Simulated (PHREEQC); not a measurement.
Synthetic water in mg/L, 25 °C, pH 6.28, pe 9.7: Na 61.5; K 37.1; Ca 63.5; Mg 71.2; Cl 80.1; S(6) as SO4 248; Alkalinity as HCO3 314; Li 0.0229.

Cl is adjusted to close the charge balance.
Valence states are taken as typed.

All values are PHREEQC results (ion-association model, phreeqc.dat), not measurements.

This is a speciation only: nothing precipitates in the calculation.

Question: Predict the ionic strength, specific conductance.

Answer: ionic strength 0.0171 mol/kgw; specific conductance 1170 µS/cm.

Question: In which forms is S present?

Answer: SO4-2 76 %, MgSO4 16 %, CaSO4 6.7 %, NaSO4- 0.6 % of the S.

Complexes and solids missing from the database can't appear.
